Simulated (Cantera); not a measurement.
**Thermal oxidation and active oxidation of silicon: Si + O₂ + H₂ + H₂O**

Charge: 1 mol Si, a varied amount of O₂, 20 mol H₂, 1.5 mol H₂O, at 1750 °C and 1.00 bar.

Equilibrium computed with Cantera from the NASA thermochemical tables; the gas is ideal and each condensed phase is pure. Candidate condensed phases: H₂O, Si, SiO₂; 18 gas species. The tables hold silica as quartz up to 1696 K and as liquid above; real silica turns to tridymite and cristobalite and melts near 1996 K. Gases not in the tables: Si(OH)₄. The numbers say what is thermodynamically allowed, not how fast it happens.

From 0.055 mol O₂ to 1.7 mol O₂ the condensed part is SiO₂(l). The share of Si in condensed phases is highest at 1.7 mol O₂ (98.6 %) and lowest at 0.055 mol O₂ (51.1 %).

| n(O₂) (mol) | log p H₂ | log p H₂O | log p SiO | log p H | log p OH | log p SiO₂ | log p SiH₂ | n SiO₂(l) |
|---|---|---|---|---|---|---|---|---|
| 0.055 | -0.01 | -2.35 | -1.65 | -2.73 | -6.04 | -6.42 | -6.44 | 0.511 |
| 0.078 | -0.01 | -2.31 | -1.69 | -2.73 | -6.01 | -6.42 | -6.50 | 0.549 |
| 0.11 | -0.01 | -2.26 | -1.74 | -2.73 | -5.96 | -6.42 | -6.60 | 0.600 |
| 0.15 | -0.01 | -2.19 | -1.81 | -2.73 | -5.89 | -6.42 | -6.74 | 0.659 |
| 0.22 | -0.01 | -2.06 | -1.94 | -2.73 | -5.76 | -6.42 | -7.00 | 0.750 |
| 0.31 | -0.01 | -1.88 | -2.12 | -2.73 | -5.58 | -6.42 | -7.36 | 0.834 |
| 0.43 | -0.01 | -1.67 | -2.33 | -2.73 | -5.37 | -6.42 | -7.79 | 0.899 |
| 0.61 | -0.02 | -1.44 | -2.56 | -2.73 | -5.14 | -6.42 | -8.26 | 0.941 |
| 0.87 | -0.03 | -1.23 | -2.79 | -2.74 | -4.92 | -6.42 | -8.72 | 0.965 |
| 1.2 | -0.04 | -1.05 | -2.98 | -2.74 | -4.73 | -6.42 | -9.12 | 0.977 |
| 1.7 | -0.06 | -0.87 | -3.18 | -2.75 | -4.54 | -6.42 | -9.55 | 0.986 |
log p: log10 of the partial pressure in bar; n: condensed amount in mol.
